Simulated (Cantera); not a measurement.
An isothermal, constant-pressure homogeneous reactor starts with NH3 : H2 = 1 : 0.35 (molar parts), at 1575 K and 0.987 atm. Integrator tolerance rtol = 1e-08.

Cantera simulation using the gas-phase N/H chemistry of the illustrative SiF4/NH3 mechanism in the Surface Chemkin manual (1991); the numbers are that mechanism's predictions, not measurements. Walls and surfaces, which speed up NH3 decomposition in real reactors, are not modelled.

Task: What does this change do: temperature 1575 to 1475 K?

Result: 
| quantity | before | after |
|---|---|---|
| x(NH3) at 3.00 s | 0.573 (gas-phase equilibrium 1.59e-5) | 0.710 (gas-phase equilibrium 2.12e-5) |
| x(H2) at 3.00 s | 0.379 (gas-phase equilibrium 0.787) | 0.281 (gas-phase equilibrium 0.787) |
| x(NH) at 3.00 s | 1.52e-7 (gas-phase equilibrium 6.53e-12) | 3.76e-8 (gas-phase equilibrium 1.03e-12) |
| x(N2H4) at 3.00 s | 1.03e-7 (gas-phase equilibrium <1e-12) | 9.26e-8 (gas-phase equilibrium <1e-12) |
| x(N2) at 3.00 s | 0.0482 (gas-phase equilibrium 0.213) | 0.00887 (gas-phase equilibrium 0.213) |
| x(NH2) at 3.00 s | 5.13e-5 (gas-phase equilibrium 1.75e-9) | 2.38e-5 (gas-phase equilibrium 6.75e-10) |
| x(N2H2) at 3.00 s | 1.96e-7 (gas-phase equilibrium <1e-12) | 1.23e-7 (gas-phase equilibrium <1e-12) |

Task: What does this change do: temperature 1575 to 1200 K?

Result: 
```json
[
 {"quantity": "x(NH3) at 3.00 s", "before": "0.573 (gas-phase equilibrium 1.59e-5)", "after": "0.741 (gas-phase equilibrium 6.03e-5)"},
 {"quantity": "x(H2) at 3.00 s", "before": "0.379 (gas-phase equilibrium 0.787)", "after": "0.259 (gas-phase equilibrium 0.787)"},
 {"quantity": "x(NH) at 3.00 s", "before": "1.52e-7 (gas-phase equilibrium 6.53e-12)", "after": "4.70e-11 (gas-phase equilibrium <1e-12)"},
 {"quantity": "x(N2H4) at 3.00 s", "before": "1.03e-7 (gas-phase equilibrium <1e-12)", "after": "6.09e-9 (gas-phase equilibrium <1e-12)"},
 {"quantity": "x(N2) at 3.00 s", "before": "0.0482 (gas-phase equilibrium 0.213)", "after": "3.36e-6 (gas-phase equilibrium 0.213)"},
 {"quantity": "x(NH2) at 3.00 s", "before": "5.13e-5 (gas-phase equilibrium 1.75e-9)", "after": "4.51e-7 (gas-phase equilibrium 2.15e-11)"},
 {"quantity": "x(N2H2) at 3.00 s", "before": "1.96e-7 (gas-phase equilibrium <1e-12)", "after": "2.07e-9 (gas-phase equilibrium <1e-12)"}
]
```

Task: What does this change do: pressure from 0.987 atm to 0.0263 atm?

Result: 
```tsv
quantity	before	after
x(NH3) at 3.00 s	0.573 (gas-phase equilibrium 1.59e-5)	0.720 (gas-phase equilibrium 4.23e-7)
x(H2) at 3.00 s	0.379 (gas-phase equilibrium 0.787)	0.274 (gas-phase equilibrium 0.787)
x(NH) at 3.00 s	1.52e-7 (gas-phase equilibrium 6.53e-12)	5.46e-7 (gas-phase equilibrium 6.53e-12)
x(N2H4) at 3.00 s	1.03e-7 (gas-phase equilibrium <1e-12)	1.29e-8 (gas-phase equilibrium <1e-12)
x(N2) at 3.00 s	0.0482 (gas-phase equilibrium 0.213)	0.00580 (gas-phase equilibrium 0.213)
x(NH2) at 3.00 s	5.13e-5 (gas-phase equilibrium 1.75e-9)	0.000112 (gas-phase equilibrium 2.86e-10)
x(N2H2) at 3.00 s	1.96e-7 (gas-phase equilibrium <1e-12)	1.08e-6 (gas-phase equilibrium <1e-12)
```
